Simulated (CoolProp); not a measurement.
Model: reference Helmholtz-energy equation of state, Gao 2022, in CoolProp.

Q: For n-perfluorohexane, give the phase and the density (kg/m³), Joule-Thomson coefficient (K/MPa), isothermal compressibility (1/MPa) at 379.5 K and 2.48 MPa; 426.5 K and 2.48 MPa.

A: 
- 379.5 K and 2.48 MPa: liquid; density 1430, Joule-Thomson coefficient 0.00524, isothermal compressibility 0.00879
- 426.5 K and 2.48 MPa: liquid; density 1210, Joule-Thomson coefficient 0.782, isothermal compressibility 0.0347
